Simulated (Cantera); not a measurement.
Feed: 1 mol Si2H6, a varied amount of O2, 11 mol N2, held at 1123 K and 100 Torr.

Equilibrium computed with Cantera from the NASA thermochemical tables; the gas is ideal and each condensed phase is pure. Candidate condensed phases: H2O, Si, SiO2, Si2N2O, Si3N4; 35 gas species. The feed counts by its element totals alone. Equilibrium is a limit: real reactors are often held back by kinetics, nucleation or transport.

**Question.** At 4.3 mol O2, list the 4 most abundant gas species with their mole fractions, and the condensed phases.

**Answer.** N2 0.743, H2O 0.203, O2 0.0540, NO 5.14e-5. Condensed: SiO2(β-quartz).
